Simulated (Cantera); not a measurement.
**Sublimation and decomposition of ceramics: TiC + C + N₂**

Charge: 1 mol TiC, a varied amount of C, 6.9 mol N₂, at 1.00 Torr.

Cantera equilibrium calculation (NASA polynomials, part measured and part estimated; ideal gas, pure solids and liquids). Candidate condensed phases: C, Ti, TiC, TiN; 13 gas species. TiC: taken at fixed stoichiometry. Equilibrium is a limit: real reactors are often held back by kinetics, nucleation or transport.

Stable condensed phases:

```
T in °C \ n(C) in mol
         0.007  0.01 0.015 0.022 0.032 0.046 0.067 0.097  0.14  0.21   0.3
   2527      A     A     A     A     A     A     A     A     A     A     A
   2427      A     A     A     A     A     A     A     A     A     B     B
   2327      A     A     A     A     A     A     B     B     B     B     B
   2227      A     A     A     B     B     B     B     B     B     B     B
   2127      A     B     B     B     B     B     B     B     B     B     B
   2027      B     B     B     B     B     B     B     B     B     B     B
   1927      B     B     B     B     B     B     B     B     B     B     B
   1827      B     B     B     B     B     B     B     B     B     B     B
   1727      B     B     B     B     B     B     B     B     B     B     B
   1627      B     B     B     B     B     B     B     B     B     B     B
   1527      B     B     B     B     B     B     B     B     B     B     B
   1427      B     B     B     B     B     B     B     B     B     B     B
   1327      B     B     B     B     B     B     B     B     B     B     B
   1227      B     B     B     B     B     B     B     B     B     B     B
```

A: TiC; B: C + TiC.
